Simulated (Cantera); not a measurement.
Input (Python, Cantera) and output of one run.

```python
import numpy as np
import cantera as ct

gas_names = """
    C CH CH2 CH3 CH2OH CH3O CH4 CH3OH CO CO2 COOH C2 C2H CHCO,ketyl C2H2,acetylene C2H2,vinylidene
    CH2CO,ketene C2H3,vinyl CH3CO,acetyl C2H4 C2H4O,ethylen CH3CHO,ethanal CH3COOH (HCOOH)2 C2H5 C2H6
    CH3OCH3 C2H5OH C2O C3 C3H3,propargyl C3H4,allene C3H4,propyne C3H4,cyclo- C3H5,allyl C3H6,propylene
    C3H6,cyclo- C3H6O C3H7,n-propyl C3H7,i-propyl C3H8 C3H8O,1propanol C3H8O,2propanol C3O2 C4 C4H2
    C4H4,1,3-cyclo- C4H6,butadiene C4H6,2-butyne C4H6,cyclo- C4H8,1-butene C4H8,cis2-buten
    C4H8,tr2-butene C4H8,isobutene C4H8,cyclo- (CH3COOH)2 C4H9,n-butyl C4H9,i-butyl C4H9,s-butyl
    C4H9,t-butyl C4H10,isobutane C4H10,n-butane C5 C5H6,1,3cyclo- C5H8,cyclo- C5H10,1-pentene
    C5H10,cyclo- C5H11,pentyl C5H11,t-pentyl C5H12,n-pentane C5H12,i-pentane CH3C(CH3)2CH3 C6H2
    C6H5,phenyl C6H5O,phenoxy C6H6 C6H5OH,phenol C6H10,cyclo- C6H12,1-hexene C6H12,cyclo- C6H13,n-hexyl
    C7H7,benzyl C7H8 C7H8O,cresol C7H14,1-heptene C7H15,n-heptyl C7H16,n-heptane C8H8,styrene
    C8H10,ethylbenz C8H16,1-octene C8H17,n-octyl C8H18,isooctane C8H18,n-octane C9H19,n-nonyl
    C10H8,naphthale C10H21,n-decyl C12H9,o-bipheny C12H10,bipheny H HCO HO2 H2 HCHO,formaldehy HCOOH H2O
    H2O2 O OH O2 O3 Pb PbO Pb2
""".split()
cond_names = """
    C(gr) C6H6(L) C7H8(L) C8H18(L),n-octa H2O(s) H2O(L) Pb(cr) Pb(L) PbO(rd) PbO(yw) PbO(L) PbO2(s)
    Pb3O4(s)
""".split()


def load(file, names, dense=False):
    # The tables refer to 1 bar. Condensed volumes are neglected.
    table = {s.name: s for s in ct.Species.list_from_file(file)}
    out = []
    for n in names:
        d = dict(table[n].input_data)
        d["thermo"] = dict(d["thermo"], **{"reference-pressure": 1e5})
        if dense:
            d["equation-of-state"] = {"model": "constant-volume", "density": "1e6 g/cm^3"}
        out.append(ct.Species.from_dict(d))
    return out


gas = ct.Solution(thermo="ideal-gas", species=load("nasa_gas.yaml", gas_names))
cond = {s.name: ct.Solution(thermo="fixed-stoichiometry", species=[s], name=s.name)
        for s in load("nasa_condensed.yaml", cond_names, dense=True)}
atoms = {
    'Pb': {'Pb': 1},
    'CO': {'C': 1, 'O': 1},
    'H2': {'H': 2},
    'O2': {'O': 2},
}
top_T = {'C(gr)': 4500, 'Pb3O4(s)': 820}  # K; cautious upper limits of use, not melting points


def equilibrate(T, P, feed):
    n = {}
    for name, mol in feed.items():
        for a, k in atoms[name].items():
            n[a] = n.get(a, 0.0) + k * mol
    gas.TPX = T, P, n
    mass = sum(n.values()) * gas.mean_molecular_weight
    gas.equilibrate("TP")
    valid = [c for c in cond.values() if c.min_temp <= T <= top_T.get(c.name, c.max_temp)]
    mix = ct.Mixture([(gas, mass / gas.mean_molecular_weight)] + [(c, 0.0) for c in valid])
    mix.T, mix.P = T, P
    mix.equilibrate("TP", solver="vcs", rtol=1e-11, max_steps=5000)
    return mix


results = []
feed = {'Pb': 1, 'CO': 6, 'H2': 0.12, 'O2': 0.014}  # mol
T = 1348  # K
for P in [10, 68, 460, 3200, 22000, 150000, 1000000]:
    mix = equilibrate(T, P, feed)
    results.append((T, P, feed, dict(zip(mix.species_names, mix.species_moles))))
    x = sorted(zip(gas.X, gas.species_names), reverse=True)
    print(f"T = {T:g} K  P = {P:g} Pa  gas = {mix.phase_moles(0):.4g} mol")
    print("   x: " + "  ".join(f"{s} {v:.3e}" for v, s in x if v > 1e-05))
    print("   condensed (mol): " + ("  ".join(f"{mix.phase(i).name} {mix.phase_moles(i):.4g}"
          for i in range(1, mix.n_phases) if mix.phase_moles(i) > 1e-12) or "none"))
```

Result:

```
T = 1348 K  P = 10 Pa  gas = 7.12 mol
   x: CO 8.389e-01  Pb 1.404e-01  H2 1.669e-02  CO2 3.785e-03  H2O 1.474e-04  H 2.989e-05
   condensed (mol): none
T = 1348 K  P = 68 Pa  gas = 7.12 mol
   x: CO 8.389e-01  Pb 1.404e-01  H2 1.670e-02  CO2 3.785e-03  H2O 1.475e-04  H 1.147e-05
   condensed (mol): none
T = 1348 K  P = 460 Pa  gas = 7.12 mol
   x: CO 8.389e-01  Pb 1.404e-01  H2 1.670e-02  CO2 3.785e-03  H2O 1.475e-04
   condensed (mol): none
T = 1348 K  P = 3200 Pa  gas = 7.12 mol
   x: CO 8.389e-01  Pb 1.404e-01  H2 1.671e-02  CO2 3.785e-03  H2O 1.475e-04  Pb2 1.873e-05
   condensed (mol): none
T = 1348 K  P = 22000 Pa  gas = 6.256 mol
   x: CO 9.548e-01  Pb 2.171e-02  H2 1.901e-02  CO2 4.308e-03  H2O 1.679e-04
   condensed (mol): Pb(L) 0.8641
T = 1348 K  P = 150000 Pa  gas = 6.14 mol
   x: CO 9.729e-01  H2 1.937e-02  CO2 4.393e-03  Pb 3.184e-03  H2O 1.711e-04
   condensed (mol): Pb(L) 0.9804
T = 1348 K  P = 1e+06 Pa  gas = 5.983 mol
   x: CO 9.524e-01  CO2 2.704e-02  H2 1.896e-02  H2O 1.054e-03  Pb 4.777e-04  CH4 2.098e-05
   condensed (mol): C(gr) 0.14  Pb(L) 0.9971
```

Method: chemical equilibrium by Gibbs-energy minimisation in Cantera with the NASA 1993 tables (ideal gas, pure condensed phases).
